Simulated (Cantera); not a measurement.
Input (Python, Cantera) and output of one run.

```python
import numpy as np
import cantera as ct

gas_names = [...]  # 49 gases of nasa_gas.yaml made of B, Cl, H, N, O
cond_names = """
    B(b) B(L) BN(s) B2O3(L) B3O3H3(cr) H2O(s) H2O(L) NH4CL(a) NH4CL(b)
""".split()


# ... load() reads the species with a 1 bar reference pressure and builds the phases ...
atoms = {
    'BCl3': {'B': 1, 'CL': 3},
    'H2O': {'H': 2, 'O': 1},
    'N2': {'N': 2},
    'NH3': {'N': 1, 'H': 3},
}
top_T = {'BN(s)': 3200}  # K; cautious upper limits of use, not melting points


# ... equilibrate(T, P, feed) seeds the gas with the atoms and calls Mixture.equilibrate('TP', solver="vcs", rtol=1e-11, max_steps=5000) ...
results = []
feed = {'BCl3': 1, 'H2O': 3.7, 'N2': 1, 'NH3': 16}  # mol
P = 32  # Pa
for T in [900, 1000, 1100, 1200, 1300, 1400, 1500, 1600, 1700]:
    mix = equilibrate(T, P, feed)
    results.append((T, P, feed, dict(zip(mix.species_names, mix.species_moles))))

top = {s: max(r[3][s] / sum(r[3][g] for g in gas_names) for r in results) for s in gas_names}
cols = sorted((s for s in top if top[s] > 1e-06), key=lambda s: -top[s])[:9]
seen = [c for c in cond_names if any(r[3].get(c, 0) > 1e-12 for r in results)]
print("log10 of partial pressures in bar; condensed amounts in mol")
print(f"{'T/K':>10s}" + "".join(f"{s[:9]:>10s}" for s in cols + seen))
for T, P, feed, n in results:
    ng = sum(n[g] for g in gas_names)
    print(f"{T:10.4g}" + "".join(f"{np.log10(max(n[s] / ng * P / 1e5, 1e-99)):10.3f}" for s in cols)
          + "".join(f"{n.get(c, 0):10.4g}" for c in seen))
```

Output:

```
log10 of partial pressures in bar; condensed amounts in mol
       T/K        H2        N2       HCL       H2O      HBO2         H      B2O3        CL       HBO   B2O3(L)
       900    -3.697    -4.123    -4.600    -4.735    -7.965   -11.781   -13.795   -12.694   -12.907    0.4987
      1000    -3.697    -4.123    -4.600    -4.736    -6.949   -10.492   -11.475   -11.427   -11.207    0.4929
      1100    -3.697    -4.123    -4.600    -4.744    -6.131    -9.436    -9.592   -10.387    -9.824    0.4555
      1200    -3.699    -4.125    -4.602    -4.779    -5.470    -8.554    -8.036    -9.519    -8.666     0.295
      1300    -3.702    -4.128    -4.606    -4.849    -5.093    -7.807    -7.044    -8.784    -7.833         0
      1400    -3.703    -4.128    -4.606    -4.847    -5.098    -7.164    -6.909    -8.152    -7.505         0
      1500    -3.703    -4.129    -4.606    -4.845    -5.104    -6.606    -6.796    -7.603    -7.224         0
      1600    -3.704    -4.129    -4.608    -4.843    -5.112    -6.117    -6.702    -7.122    -6.983         0
      1700    -3.706    -4.130    -4.611    -4.840    -5.123    -5.685    -6.628    -6.699    -6.777         0
```

Method: chemical equilibrium by Gibbs-energy minimisation in Cantera with the NASA 1993 tables (ideal gas, pure condensed phases). The tables' values for BOCl are old estimates; treat these amounts as uncertain.
